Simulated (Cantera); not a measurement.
A Cantera script and its output.

```python
import numpy as np
import cantera as ct

gas = ct.Solution("gri30.yaml")
gas.TPX = 1948, 16, {'CH4': 1, 'H2': 41}
inlet = ct.Reservoir(gas, clone=True)

reactor = ct.IdealGasConstPressureReactor(gas, energy="off", clone=False)
exhaust = ct.Reservoir(gas, clone=True)
tau = [8.6, 3.2, 1.2, 0.46, 0.17, 0.064, 0.024, 0.0091][0]
for a, b in ((inlet, reactor), (reactor, exhaust)):
    ct.MassFlowController(a, b, mdot=lambda t: reactor.mass / tau)
net = ct.ReactorNet([reactor])
show = ['CH4', 'H2', 'C2H2', 'C2H', 'C2H6', 'CH2', 'H']

rows = []
print(f"{'tau/s':>10s}{'T/K':>9s}" + "".join(f"{s:>11s}" for s in show))
for tau in [8.6, 3.2, 1.2, 0.46, 0.17, 0.064, 0.024, 0.0091]:
    net.initial_time = 0.0
    net.advance(30 * tau)
    before = gas.X
    net.advance(40 * tau)
    drift = np.max(np.abs(gas.X - before) / (gas.X + 1e-9))
    rows.append([gas.T, *gas[show].X, drift])
    print(f"{tau:10.3e}{gas.T:9.1f}" + "".join(f"{x:11.3e}" for x in gas[show].X))
```

Result:

```
     tau/s      T/K        CH4         H2       C2H2        C2H       C2H6        CH2          H
 8.600e+00   1948.0  8.889e-03  9.776e-01  6.714e-03  6.163e-07  1.991e-07  6.487e-06  5.760e-03
 3.200e+00   1948.0  1.469e-02  9.758e-01  3.735e-03  2.616e-07  3.905e-07  6.029e-06  4.387e-03
 1.200e+00   1948.0  2.033e-02  9.746e-01  1.063e-03  4.777e-08  4.049e-07  3.517e-06  2.810e-03
 4.600e-01   1948.0  2.295e-02  9.751e-01  9.928e-05  2.034e-09  1.466e-07  8.983e-07  1.282e-03
 1.700e-01   1948.0  2.356e-02  9.757e-01  3.812e-06  2.928e-11  2.600e-08  1.374e-07  4.810e-04
 6.400e-02   1948.0  2.372e-02  9.760e-01  1.063e-07  3.070e-13  3.944e-09  2.008e-08  1.809e-04
 2.400e-02   1948.0  2.377e-02  9.761e-01  2.425e-09  2.604e-15  5.390e-10  2.837e-09  6.724e-05
 9.100e-03   1948.0  2.380e-02  9.762e-01  5.414e-11  2.158e-17  6.715e-11  4.035e-10  2.493e-05
```

Model: GRI-Mech 3.0 (53 species, 325 reactions), integrated in Cantera. GRI-Mech 3.0 stops at C3 and has no aromatics, soot or wall deposition, so with more carbon than oxygen in the feed, carbon stays in small species such as C2H2 where larger ones or solid carbon would form. Radical loss at walls, strong at low pressure, is not modelled.
